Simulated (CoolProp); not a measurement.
Properties of R125 along the isobar 2.66 MPa (Tc = 66.0 °C, pc = 3.618 MPa, ω = 0.305).

Computed with CoolProp (reference Helmholtz-energy equation of state, Lemmon 2005).

```
T (°C)   phase       Z  cp (kJ/(kg K))
------  ------  ------  --------------
-70.35  liquid  0.1185           1.069
-50.15  liquid  0.1126           1.103
-29.95  liquid  0.1084           1.146
-9.75   liquid  0.1059           1.199
10.45   liquid  0.1053           1.275
30.65   liquid  0.1077           1.410
50.85   liquid  0.1189           1.917
71.05      gas  0.6989           1.222
91.25      gas  0.7745           1.099
111.45     gas  0.8238           1.061
```
